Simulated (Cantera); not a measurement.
Input: 1 mol Si2Cl6, 13 mol H2, equilibrated at 1698 K and 0.100 bar.

Cantera equilibrium calculation (NASA polynomials, part measured and part estimated; ideal gas, pure solids and liquids). Candidate condensed phases: Si; 19 gas species. The feed counts by its element totals alone. The tables' values for SiCl3, SiCl are old estimates; treat these amounts as uncertain. Gases not in the tables: Si2H6 and higher silanes. The numbers say what is thermodynamically allowed, not how fast it happens.

Base state: H2 0.741, HCl 0.148, SiCl2 0.106, SiCl3 0.00466, SiCl4 0.000406, H 0.000394, SiHCl3 0.000392, SiH2Cl2 6.60e-5 (mole fractions); condensed: Si(l).

Question: What changes in the equilibrium state with this change: Si2Cl6 replaced by Si3H8?

Answer: 
```csv
species,before,after
H2,0.741,1.000
H,0.000394,0.000457
SiH2,1.03e-5,1.40e-5
HCl,0.148,0
SiCl2,0.106,0
SiCl3,0.00466,0
SiCl4,0.000406,0
"Si(l), mol",0.224,3.00
```

Question: What changes in the equilibrium state with this change: temperature from 1698 K to 1250 K?

Answer: 
```
species       before     after
----------  --------  --------
H2             0.741     0.816
HCl            0.148    0.0865
SiCl4       0.000406    0.0459
SiCl2          0.106    0.0231
SiHCl3      0.000392    0.0154
SiCl3        0.00466    0.0122
SiCl         5.85e-5   2.36e-8
Cl           6.10e-5   1.25e-7
SiH2         1.03e-5   2.55e-8
H           0.000394   1.38e-6
SiH2Cl2      6.60e-5  0.000705
Si(l), mol     0.224         0
Si(s), mol         0     0.542
```
The tables' values for SiCl3 are old estimates; treat these amounts as uncertain.
